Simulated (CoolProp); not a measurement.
Vapour-liquid equilibrium of R227EA (1) + n-butane (2) at 0.135 MPa; x and y are mole fractions of (1).

Computed with CoolProp (multi-fluid Helmholtz-energy mixture model, Lemmon 2016 and Bücker 2006; pair parameters Bell 2016).

Task: Give the bubble temperature and the first vapour's composition at x = 0.2, 0.275, 0.5. Is there an azeotrope?

Result: x = 0.2: 261.7 K, y = 0.567; x = 0.275: 260.5 K, y = 0.599; x = 0.5: 259.6 K, y = 0.634. y crosses x between x = 0.65 and 0.725: the model has an azeotrope there.

The pair parameters rest on a limited set of measurements; away from them the model extrapolates. With so large a gap from Raoult's law the liquid may split in two, which this calculation doesn't test in full.
